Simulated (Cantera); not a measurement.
Cantera run, input and output.

```python
import numpy as np
import cantera as ct

gas = ct.Solution("gri30.yaml")
gas.TPX = 650, 500000, {'CH3OH': 1, 'O2': 1.5, 'N2': 5.64}
inlet = ct.Reservoir(gas, clone=True)
gas.equilibrate("HP")  # start burning
reactor = ct.IdealGasConstPressureReactor(gas, energy="on", clone=False)
exhaust = ct.Reservoir(gas, clone=True)
tau = [0.048, 0.023, 0.011, 0.0056, 0.0028, 0.0013, 0.00066, 0.00032, 0.00016, 7.8e-05, 3.8e-05][0]
for a, b in ((inlet, reactor), (reactor, exhaust)):
    ct.MassFlowController(a, b, mdot=lambda t: reactor.mass / tau)
net = ct.ReactorNet([reactor])
show = ['CH3OH', 'O2', 'CO2', 'CH2CO', 'C2H', 'HO2', 'HCN']

rows = []
print(f"{'tau/s':>10s}{'T/K':>9s}" + "".join(f"{s:>11s}" for s in show))
for tau in [0.048, 0.023, 0.011, 0.0056, 0.0028, 0.0013, 0.00066, 0.00032, 0.00016, 7.8e-05, 3.8e-05]:
    net.initial_time = 0.0
    net.advance(30 * tau)
    before = gas.X
    net.advance(40 * tau)
    drift = np.max(np.abs(gas.X - before) / (gas.X + 1e-9))
    rows.append([gas.T, *gas[show].X, drift])
    print(f"{tau:10.3e}{gas.T:9.1f}" + "".join(f"{x:11.3e}" for x in gas[show].X))
```

Output:

```
     tau/s      T/K      CH3OH         O2        CO2      CH2CO        C2H        HO2        HCN
 4.800e-02   2429.1  3.081e-07  6.997e-03  1.002e-01  1.904e-10  4.956e-14  2.105e-06  6.003e-08
 2.300e-02   2427.2  6.284e-07  7.302e-03  9.998e-02  3.854e-10  1.562e-13  2.220e-06  1.019e-07
 1.100e-02   2422.9  1.264e-06  7.812e-03  9.949e-02  7.658e-10  4.812e-13  2.429e-06  1.510e-07
 5.600e-03   2415.2  2.348e-06  8.516e-03  9.867e-02  1.401e-09  1.222e-12  2.753e-06  1.873e-07
 2.800e-03   2401.1  4.320e-06  9.533e-03  9.726e-02  2.520e-09  2.706e-12  3.309e-06  2.042e-07
 1.300e-03   2375.8  8.171e-06  1.109e-02  9.486e-02  4.614e-09  5.265e-12  4.388e-06  2.019e-07
 6.600e-04   2343.8  1.390e-05  1.287e-02  9.196e-02  7.730e-09  8.421e-12  6.042e-06  1.960e-07
 3.200e-04   2299.4  2.397e-05  1.521e-02  8.815e-02  1.402e-08  1.459e-11  9.023e-06  2.058e-07
 1.600e-04   2247.9  4.028e-05  1.785e-02  8.390e-02  2.763e-08  3.007e-11  1.375e-05  2.509e-07
 7.800e-05   2186.4  7.046e-05  2.103e-02  7.885e-02  6.418e-08  8.029e-11  2.181e-05  3.595e-07
 3.800e-05   2117.0  1.301e-04  2.496e-02  7.271e-02  1.720e-07  2.500e-10  3.582e-05  5.636e-07
```

Detailed kinetics in Cantera: GRI-Mech 3.0 (53 species, 325 reactions). GRI-Mech 3.0 was tuned for natural gas; its chemistry of methanol as a main component is partial and can be far from experiment.
